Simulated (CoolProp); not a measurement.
Sulfur hexafluoride along the isobar 5.57 MPa: density (kg/m³) from the reference equation and from simpler models built on Tc = 318.7 K, pc = 3.755 MPa, ω = 0.210; each cubic takes its own stable root.

Values from CoolProp's reference Helmholtz-energy equation of state, Guder 2009.

| T (K) | phase | reference |
|---|---|---|
| 288 | liquid | 1518 |
| 316.4 | liquid | 1260 |
| 344.7 | supercritical | 629.4 |
| 373.1 | supercritical | 393.3 |
| 401.4 | supercritical | 317.0 |
| 429.8 | supercritical | 273.3 |
| 458.2 | supercritical | 243.5 |
| 486.5 | supercritical | 221.2 |
| 514.9 | supercritical | 203.6 |
| 543.2 | supercritical | 189.2 |
| 571.6 | supercritical | 177.1 |

Question: How far does each simpler model (van der Waals, Soave-Redlich-Kwong) lie from the reference over these 11 states: mean and median of the absolute difference, and the worst?

Answer: 
- van der Waals: mean 11.9 %, median 8.1 %, worst -31.9 % at 288 K and 5.57 MPa
- Soave-Redlich-Kwong: mean 3.5 %, median 1.6 %, worst -12.3 % at 316.4 K and 5.57 MPa
